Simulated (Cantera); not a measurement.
Feed: 1 mol CH3SiCl3, 0.49 mol C2H4, 38 mol H2, 0.44 mol CH4, equilibrated at 1.50 Torr.

Equilibrium computed with Cantera from the NASA thermochemical tables; the gas is ideal and each condensed phase is pure. Candidate condensed phases: C, C6H6, C7H8, C8H18, Si, SiC; 109 gas species. The feed counts by its element totals alone. Rates play no part. All values below are at 1475 °C.

Base state: H2 0.925, HCl 0.0689, H 0.00491, SiCl2 0.000322, Cl 0.000282, C2H2 (acetylene) 0.000105, Si 1.37e-5 (mole fractions); condensed: C(graphite) + SiC(s).

Task: What changes in the equilibrium state with this change: H2 from 38 to 1.8 mol?

Result: 
```json
[
 {"species": "H2", "before": "0.925", "after": "0.566"},
 {"species": "HCl", "before": "0.0689", "after": "0.409"},
 {"species": "SiCl2", "before": "0.000322", "after": "0.0186"},
 {"species": "SiCl3", "before": "6.59e-7", "after": "0.000288"},
 {"species": "Cl", "before": "0.000282", "after": "0.00214"},
 {"species": "SiCl", "before": "5.22e-6", "after": "3.97e-5"},
 {"species": "C(graphite), mol", "before": "1.43", "after": "1.55"},
 {"species": "SiC(s), mol", "before": "0.985", "after": "0.874"}
]
```
The tables' values for SiCl3, SiCl are old estimates; treat these amounts as uncertain.
